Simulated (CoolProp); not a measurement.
Vapour-liquid equilibrium of propylene (1) + R152A (2) at -62.35 °C; x and y are mole fractions of (1).

The numbers come from the multi-fluid Helmholtz-energy mixture model, Lemmon 2013 and Outcalt 1996; pair parameters Bell 2016 in CoolProp.

### Question
Give the bubble pressure and the first vapour's composition at x = 0.15, 0.25, 0.55. Is there an azeotrope?

### Answer
x = 0.15: 29.60 kPa, y = 0.617; x = 0.25: 36.21 kPa, y = 0.711; x = 0.55: 44.93 kPa, y = 0.809. No azeotrope shows between x = 0.05 and 0.95.

The pair parameters rest on a limited set of measurements; away from them the model extrapolates. With so large a gap from Raoult's law the liquid may split in two, which this calculation doesn't test in full.
